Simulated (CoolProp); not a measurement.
Vapour-liquid equilibrium of propylene (1) + benzene (2) at 34.85 °C; x and y are mole fractions of (1).

The numbers come from the multi-fluid Helmholtz-energy mixture model, Lemmon 2013 and Thol 2012; pair parameters Bell 2016 in CoolProp.

```
x     bubble pressure (MPa)  y at the bubble point  dew pressure at overall composition x (MPa)  liquid density (mol/L)
----  ---------------------  ---------------------  -------------------------------------------  ----------------------
0.05                 0.1301                  0.850                                      0.02070                   11.14
0.2                  0.4150                  0.955                                      0.02458                   11.39
0.35                 0.6415                  0.973                                      0.03026                   11.62
0.5                  0.8278                  0.981                                      0.03932                   11.82
0.65                 0.9946                  0.986                                      0.05611                   11.95
0.8                   1.166                  0.991                                      0.09787                   11.96
0.95                  1.376                  0.997                                       0.3777                   11.76
```

No azeotrope shows between x = 0.05 and 0.95.

The pair parameters rest on a limited set of measurements; away from them the model extrapolates. The gap from Raoult's law changes sign with composition, which may be real or a fault of the pair parameters; it wasn't checked against measurements.
